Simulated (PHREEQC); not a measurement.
Make-up at 65 °C: 12 mmol/kgw Na2SO4, 0.067 mmol/kgw KBr and 0.51 mmol/kgw Cu(NO3)2. Closed to the air; pH follows from the charge balance.

The numbers come from PHREEQC with the ion-association model, wateq4f.dat.

This is a speciation only: nothing precipitates in the calculation.

**Question.** Order these Cu species by the share of Cu that they hold, largest first: CuSO4, Cu+2, Cu2(OH)2+2.

**Answer.** Cu+2 (58 %), CuSO4 (40 %), Cu2(OH)2+2 (1.9 %)

The pH is 5.43 and the ionic strength 0.0352 mol/kgw. Examples of supersaturated solids here: Tenorite (slow to form). Others may be too. Constants without temperature data keep their 25 °C values here.
